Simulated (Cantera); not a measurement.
Input: 1 mol Si(CH₃)₄, 2.5 mol HCl, 72 mol H₂, at 170 Pa.

Cantera equilibrium calculation (NASA polynomials, part measured and part estimated; ideal gas, pure solids and liquids). Candidate condensed phases: C, C₆H₆, C₇H₈, C₈H₁₈, Si, SiC; 109 gas species. Rates play no part.

**Question.** At 1723 K, list the 4 most abundant gas species with their mole fractions, and the condensed phases.

**Answer.** H₂ 0.965, HCl 0.0308, H 0.00434, Cl 0.000107. Condensed: C(graphite) + SiC(s).
